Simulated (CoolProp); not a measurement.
p-xylene along the isobar 3.63 MPa: density (kg/m³) from the reference equation and from simpler models built on Tc = 616.2 K, pc = 3.532 MPa, ω = 0.324; each cubic takes its own stable root.

Model: reference Helmholtz-energy equation of state, Zhou 2012, in CoolProp.

```csv
T (K),phase,reference
483.7,liquid,684.0
492.8,liquid,673.4
501.9,liquid,662.5
511,liquid,651.1
520.1,liquid,639.3
529.1,liquid,627.0
538.2,liquid,614.0
547.3,liquid,600.1
556.4,liquid,585.2
565.5,liquid,569.1
574.6,liquid,551.3
583.7,liquid,531.1
592.7,liquid,507.6
601.8,liquid,477.7
610.9,liquid,433.4
620,supercritical,203.3
```

How far does each simpler model (van der Waals, Redlich-Kwong, Peng-Robinson) lie from the reference over these 16 states: mean and median of the absolute difference, and the worst?


- van der Waals: mean 38.2 %, median 40.7 %, worst -41.2 % at 483.7 K and 3.63 MPa
- Redlich-Kwong: mean 19.7 %, median 19.9 %, worst -26.0 % at 610.9 K and 3.63 MPa
- Peng-Robinson: mean 6.2 %, median 4.6 %, worst -16.1 % at 610.9 K and 3.63 MPa
